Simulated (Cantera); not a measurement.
Standard-state values (1 bar) from the NASA 1993 polynomials, evaluated with Cantera. Values are per mole of reaction as written; species without (g) are pure solids or liquids, kept so even where they would boil at 1 bar.

2 Li + H2O(g) = Li2O + H2(g)

| T (K) | ΔH° (kJ) | ΔS° (J/K) | ΔG° (kJ) | log10 K | condensed phases |
|---|---|---|---|---|---|
| 300 | ? | ? | ? | ? | Li(s), Li2O(s) |
| 975 | -357.0 | -83.3 | -275.8 | 14.77 | Li(l), Li2O(s) |
| 1050 | -355.3 | -82.0 | -269.2 | 13.39 | Li(l), Li2O(s) |
| 1125 | ? | ? | ? | ? | Li(l), Li2O(s) |
| 1200 | -352.3 | -79.4 | -257.0 | 11.19 | Li(l), Li2O(s) |
| 1275 | -350.8 | -78.1 | -251.1 | 10.29 | Li(l), Li2O(s) |
| 1350 | -349.1 | -76.9 | -245.3 | 9.49 | Li(l), Li2O(s) |
| 1425 | -347.4 | -75.7 | -239.6 | 8.78 | Li(l), Li2O(s) |
| 1500 | -345.7 | -74.5 | -234.0 | 8.15 | Li(l), Li2O(s) |
| 1575 | ? | ? | ? | ? | Li(l), Li2O(s) |

Fill in the missing entries.


- 300, ΔH° (kJ): -356.9
- 300, ΔS° (J/K): -78.5
- 300, ΔG° (kJ): -333.3
- 300, log10 K: 58.04
- 1125, ΔH° (kJ): -353.9
- 1125, ΔS° (J/K): -80.7
- 1125, ΔG° (kJ): -263.1
- 1125, log10 K: 12.21
- 1575, ΔH° (kJ): -344.0
- 1575, ΔS° (J/K): -73.4
- 1575, ΔG° (kJ): -228.4
- 1575, log10 K: 7.58
